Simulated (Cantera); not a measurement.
Input: 1 mol Si, 27 mol HBr, 18 mol N₂, at 1.33 mbar.

Equilibrium computed with Cantera from the NASA thermochemical tables; the gas is ideal and each condensed phase is pure. Candidate condensed phases: Br₂, Si, Si₃N₄; 28 gas species. The tables' values for SiBr₃ are old estimates; treat these amounts as uncertain. The numbers say what is thermodynamically allowed, not how fast it happens. All values below are at 1450 K.

Base state: HBr 0.472, N₂ 0.388, Br 0.0636, H₂ 0.0551, SiBr₂ 0.0193, SiBr₄ 0.00121, SiBr₃ 0.00102, Br₂ 0.000104 (mole fractions); condensed: gas only.

What changes in the equilibrium state with this change: N₂ from 18 to 74 mol?


```tsv
species	before	after
N₂	0.388	0.719
HBr	0.472	0.204
Br	0.0636	0.0379
H₂	0.0551	0.0290
SiBr₂	0.0193	0.00922
SiBr₄	0.00121	0.000206
SiBr₃	0.00102	0.000290
```
